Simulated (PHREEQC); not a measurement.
Solution A (180 mmol/kgw MgCl2, 0.16 mmol/kgw Na2SO4 and 5.9 mmol/kgw NaCl) is mixed with solution B (0.014 mol/kgw HCl, 0.033 mol/kgw LiCl and 8.6e-05 mol/kgw Na2SO4) at 40 °C; shares are by mass of water, 1 kg in all. Oxygen alone is held at its pressure in air (log pO2 = -0.68). No CO2 enters from the air. Only these solids could form: Brucite, Halite, Mirabilite, Epsomite.

Model: ion-association model, wateq4f.dat, run in PHREEQC.

Problem. Predict pH, MgSO4 (mol/kgw) at share of solution B = 0.2, 0.3, 0.4, 0.5, 0.7.

Solution. 
```csv
share of solution B,pH,MgSO4 (mol/kgw)
0.2,2.67,0.000102
0.3,2.49,9.38e-5
0.4,2.36,8.53e-5
0.5,2.26,7.67e-5
0.7,2.11,5.78e-5
```

At this temperature some constants are extrapolated from 25 °C, and those without enthalpy data are left unchanged.
